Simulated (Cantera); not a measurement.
A Cantera script and what it prints.

```python
import numpy as np
import cantera as ct

gas_names = """
    CL CL2 H HCL H2 N NH NH2 NH3 N2 N2H2 N2H4 Si SiCL SiCL2 SiCL3 SiCL4 SiH SiHCL3 SiH2 SiH2CL2 SiH3
    SiH3CL SiH4 SiN Si2 Si2N Si3
""".split()
cond_names = """
    NH4CL(a) NH4CL(b) Si(cr) Si(L) Si3N4(a)
""".split()


# ... load() reads the species with a 1 bar reference pressure and builds the phases ...
atoms = {
    'SiH2Cl2': {'Si': 1, 'H': 2, 'CL': 2},
    'N2': {'N': 2},
}
top_T = {'Si3N4(a)': 2400}  # K; cautious upper limits of use, not melting points


# ... equilibrate(T, P, feed) seeds the gas with the atoms and calls Mixture.equilibrate('TP', solver="vcs", rtol=1e-11, max_steps=5000) ...
results = []
feed = {'SiH2Cl2': 1, 'N2': 1.8}  # mol
P = 18  # Pa
for T in [898, 1048, 1198, 1348, 1498, 1648, 1798]:
    mix = equilibrate(T, P, feed)
    results.append((T, P, feed, dict(zip(mix.species_names, mix.species_moles))))

top = {s: max(r[3][s] / sum(r[3][g] for g in gas_names) for r in results) for s in gas_names}
cols = sorted((s for s in top if top[s] > 0.0001), key=lambda s: -top[s])[:7]
seen = [c for c in cond_names if any(r[3].get(c, 0) > 1e-12 for r in results)]
print("log10 of partial pressures in bar; condensed amounts in mol")
print(f"{'T/K':>10s}" + "".join(f"{s[:9]:>10s}" for s in cols + seen))
for T, P, feed, n in results:
    ng = sum(n[g] for g in gas_names)
    print(f"{T:10.4g}" + "".join(f"{np.log10(max(n[s] / ng * P / 1e5, 1e-99)):10.3f}" for s in cols)
          + "".join(f"{n.get(c, 0):10.4g}" for c in seen))
```

Result:

```
log10 of partial pressures in bar; condensed amounts in mol
       T/K        N2       HCL        H2     SiCL2     SiCL4        Si         H    Si(cr)     Si(L)  Si3N4(a)
       898    -4.128    -4.154    -4.627    -9.465    -4.929   -24.326   -12.275         0         0    0.2663
      1048    -4.134    -4.125    -4.678    -7.141    -4.988   -18.520   -10.451         0         0     0.273
      1198    -4.136    -4.126    -4.699    -5.472    -5.152   -14.181    -9.071         0         0     0.263
      1348    -4.118    -4.283    -4.576    -4.645    -6.191   -10.830    -7.924         0         0    0.1748
      1498    -4.092    -4.604    -4.430    -4.437    -7.906    -8.165    -6.980         0         0   0.08506
      1648    -4.071    -4.707    -4.431    -4.432    -9.029    -6.589    -6.266    0.2041         0         0
      1798    -4.082    -4.701    -4.456    -4.455    -9.778    -5.511    -5.681         0    0.1471         0
```

Equilibrium computed with Cantera from the NASA thermochemical tables; the gas is ideal and each condensed phase is pure. N2 is the only nitrogen source here; it is nearly inert below about 1500 K, so the nitride shown seldom forms there in practice. The tables' values for SiCl3, SiCl, SiN are old estimates; treat these amounts as uncertain.
